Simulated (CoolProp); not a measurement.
Vapour-liquid equilibrium of nitrogen (1) + oxygen (2) at -196.45 °C; x and y are mole fractions of (1).

The numbers come from the multi-fluid Helmholtz-energy mixture model, Span 2000 and Schmidt 1985; pair parameters Gernert 2013 in CoolProp.

| x | bubble pressure, mixture model (kPa) | bubble pressure, Raoult's law (kPa) | y, mixture model | y, Raoult's law |
|---|---|---|---|---|
| 0.05 | 23.62 | 22.60 | 0.239 | 0.207 |
| 0.15 | ___ | 30.08 | ___ | 0.467 |
| 0.25 | ___ | 37.57 | ___ | 0.624 |
| 0.35 | ___ | 45.06 | 0.729 | 0.728 |
| 0.45 | ___ | 52.55 | 0.796 | 0.803 |
| 0.55 | 61.63 | 60.03 | 0.848 | 0.859 |
| 0.65 | 68.59 | 67.52 | ___ | 0.902 |
| 0.75 | 75.62 | 75.01 | 0.928 | 0.937 |
| 0.85 | ___ | 82.50 | 0.960 | 0.966 |
| 0.95 | 90.04 | 89.99 | 0.987 | 0.990 |

Task: Fill in the missing entries.

Result: 
- 0.15, bubble pressure, mixture model (kPa): 32.30
- 0.15, y, mixture model: 0.497
- 0.25, bubble pressure, mixture model (kPa): 40.19
- 0.25, y, mixture model: 0.637
- 0.35, bubble pressure, mixture model (kPa): 47.57
- 0.45, bubble pressure, mixture model (kPa): 54.66
- 0.65, y, mixture model: 0.891
- 0.85, bubble pressure, mixture model (kPa): 82.76

The largest gap from Raoult's law is +7.4 % in bubble pressure, at x = 0.15. No azeotrope shows between x = 0.05 and 0.95.

Pair parameters are fitted to limited data, so mixtures are less certain than the pure fluids.
